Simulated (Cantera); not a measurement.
## Ignition delay

Mixture: 21.1 % H2, 16.5 % O2, 62.1 % N2, 0.359 % H2O, at 4280 Torr, adiabatic and at constant pressure. Ignition delay is the time to a rise of 400 K.

Detailed kinetics in Cantera: GRI-Mech 3.0 (53 species, 325 reactions). The hydrogen kinetics of GRI-Mech 3.0 are dated; newer H2 mechanisms differ, most at raised pressure. Below about 950 K walls govern HO2 and H2O2 in real vessels. Where the delays flatten at high temperature, the 400 K rule measures the pace of heat release, not the induction time.

```json
[
 {"T0 (K)": "898", "delay (ms)": "213"},
 {"T0 (K)": "998", "delay (ms)": "13.9"},
 {"T0 (K)": "1098", "delay (ms)": "0.846"},
 {"T0 (K)": "1198", "delay (ms)": "0.0179"},
 {"T0 (K)": "1298", "delay (ms)": "0.00653"},
 {"T0 (K)": "1398", "delay (ms)": "0.00385"},
 {"T0 (K)": "1498", "delay (ms)": "0.00268"},
 {"T0 (K)": "1598", "delay (ms)": "0.00206"},
 {"T0 (K)": "1698", "delay (ms)": "0.00170"},
 {"T0 (K)": "1798", "delay (ms)": "0.00151"}
]
```
